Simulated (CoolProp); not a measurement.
Vapour-liquid equilibrium of methanol (1) + isohexane (2) at 374.7 K; x and y are mole fractions of (1).

Values from CoolProp's multi-fluid Helmholtz-energy mixture model, de Reuck 1993 and Lemmon 2006; pair parameters Bell 2016.

Question: Give the bubble pressure and the first vapour's composition at x = 0.45, 0.55, 0.75. Is there an azeotrope?

Answer: x = 0.45: 555.6 kPa, y = 0.523; x = 0.55: 557.2 kPa, y = 0.541; x = 0.75: 543.7 kPa, y = 0.594. y crosses x between x = 0.45 and 0.55: the model has an azeotrope there.

The pair parameters rest on a limited set of measurements; away from them the model extrapolates. With so large a gap from Raoult's law the liquid may split in two, which this calculation doesn't test in full.
